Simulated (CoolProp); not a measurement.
Vapour-liquid equilibrium of p-xylene (1) + n-nonane (2) at 0.00225 MPa; x and y are mole fractions of (1).

The numbers come from the multi-fluid Helmholtz-energy mixture model, Zhou 2012 and Lemmon 2006; pair parameters Bell 2016 in CoolProp.

| x | bubble temperature (K) | y at the bubble point | dew temperature at overall composition x (K) | liquid density (mol/L) |
|---|---|---|---|---|
| 0.05 | 320.8 | 0.096 | 321.3 | 5.516 |
| 0.2 | 318.3 | 0.327 | 319.7 | 5.815 |
| 0.35 | 316.4 | 0.503 | 318.1 | 6.139 |
| 0.5 | 314.6 | 0.646 | 316.4 | 6.494 |
| 0.65 | 313.1 | 0.769 | 314.6 | 6.885 |
| 0.8 | 311.7 | 0.877 | 312.7 | 7.318 |
| 0.95 | 310.4 | 0.971 | 310.7 | 7.800 |

No azeotrope shows between x = 0.05 and 0.95.

The pair parameters rest on a limited set of measurements; away from them the model extrapolates.
